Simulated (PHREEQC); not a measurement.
Dissolve 0.25 mol/kgw NaHSO4, 0.00062 mol/kgw H2SO4 and 0.23 mol/kgw H3BO3 at 25 °C. Closed to the air; pH follows from the charge balance.

Equilibrium calculation in PHREEQC: ion-association model, phreeqc.dat.

This is a speciation only: nothing precipitates in the calculation.

Estimate the pH.

pH 1.14.

In which forms is Na present?

Na+ 92 %, NaSO4- 7.8 % of the Na.
